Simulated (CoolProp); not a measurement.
Vapour-liquid equilibrium of R143a (1) + isobutene (2) at 1.07 MPa; x and y are mole fractions of (1).

Model: multi-fluid Helmholtz-energy mixture model, Lemmon and Jacobsen 2000 and Lemmon 2005; pair parameters Bell 2016, in CoolProp.

Problem. Give the bubble temperature and the first vapour's composition at x = 0.25, 0.85, 0.95. Is there an azeotrope?

Solution. x = 0.25: 42.8 °C, y = 0.568; x = 0.85: 21.8 °C, y = 0.915; x = 0.95: 19.8 °C, y = 0.970. No azeotrope shows between x = 0.05 and 0.95.

The pair parameters rest on a limited set of measurements; away from them the model extrapolates.
